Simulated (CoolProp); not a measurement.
Cyclopropane along the isotherm 278 K: density (kg/m³) from the reference equation and from simpler models built on Tc = 398.7 K, pc = 5.605 MPa, ω = 0.131; each cubic takes its own stable root.

Values from CoolProp's reference Helmholtz-energy equation of state, Polt 1992. This equation is an older, rougher fit; its heat capacities, sound speeds and derivatives of the liquid may be far off and weren't checked against measurements.

```tsv
p (MPa)	phase	reference
0.234	gas	4.482
0.467	liquid	649.2
0.701	liquid	649.6
0.934	liquid	650.0
1.17	liquid	650.5
1.4	liquid	650.9
1.63	liquid	651.3
1.87	liquid	651.7
2.1	liquid	652.1
2.34	liquid	652.5
2.57	liquid	652.9
2.8	liquid	653.2
```

How far does each simpler model (van der Waals, Redlich-Kwong, Soave-Redlich-Kwong) lie from the reference over these 12 states: mean and median of the absolute difference, and the worst?


- van der Waals: mean 49.4 %, median 37.2 %, worst -98.6 % at 278 K and 0.467 MPa
- Redlich-Kwong: mean 15.7 %, median 8.9 %, worst -98.6 % at 278 K and 0.467 MPa
- Soave-Redlich-Kwong: mean 6.9 %, median 7.5 %, worst -7.6 % at 278 K and 0.467 MPa

At some of these states van der Waals, Redlich-Kwong gives the other phase, because its saturation line lies elsewhere.
